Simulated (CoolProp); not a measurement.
n-perfluorohexane along the isobar 1.01 bar: density (kg/m³) from the reference equation and from simpler models built on Tc = 448.0 K, pc = 17.42 bar, ω = 0.497; each cubic takes its own stable root.

Model: reference Helmholtz-energy equation of state, Gao 2022, in CoolProp.

```json
[
 {"T (K)": "237.1", "phase": "liquid", "reference": "1847"},
 {"T (K)": "256.4", "phase": "liquid", "reference": "1794"},
 {"T (K)": "275.8", "phase": "liquid", "reference": "1740"},
 {"T (K)": "295.1", "phase": "liquid", "reference": "1685"},
 {"T (K)": "314.5", "phase": "liquid", "reference": "1628"},
 {"T (K)": "333.8", "phase": "gas", "reference": "13.09"},
 {"T (K)": "353.2", "phase": "gas", "reference": "12.22"},
 {"T (K)": "372.6", "phase": "gas", "reference": "11.48"},
 {"T (K)": "391.9", "phase": "gas", "reference": "10.84"},
 {"T (K)": "411.3", "phase": "gas", "reference": "10.27"},
 {"T (K)": "430.6", "phase": "gas", "reference": "9.769"},
 {"T (K)": "450", "phase": "gas", "reference": "9.314"}
]
```

**Question.** How far does each simpler model (van der Waals, Redlich-Kwong, Soave-Redlich-Kwong, Peng-Robinson) lie from the reference over these 12 states: mean and median of the absolute difference, and the worst?

**Answer.** 
- van der Waals: mean 37.4 %, median 2.2 %, worst -99.2 % at 314.5 K and 1.01 bar
- Redlich-Kwong: mean 14.7 %, median 1.1 %, worst -99.2 % at 314.5 K and 1.01 bar
- Soave-Redlich-Kwong: mean 5.7 %, median 0.3 %, worst -14.0 % at 237.1 K and 1.01 bar
- Peng-Robinson: mean 1.1 %, median 0.2 %, worst -3.4 % at 237.1 K and 1.01 bar

At some of these states van der Waals, Redlich-Kwong gives the other phase, because its saturation line lies elsewhere.
